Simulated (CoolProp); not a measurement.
Model: reference Helmholtz-energy equation of state, Thol 2018, in CoolProp.

Give the vapour pressure (MPa), enthalpy of vaporisation (kJ/kg), liquid cp (kJ/(kg K)) of saturated hydrogen chloride at -14.25, 31.35, 40.55 °C.


| T (°C) | p (MPa) | enthalpy of vaporisation (kJ/kg) | liquid cp (kJ/(kg K)) |
|---|---|---|---|
| -14.25 | 1.75 | 342 | 1.89 |
| 31.35 | 5.45 | 212 | 3.12 |
| 40.55 | 6.63 | 163 | 4.68 |
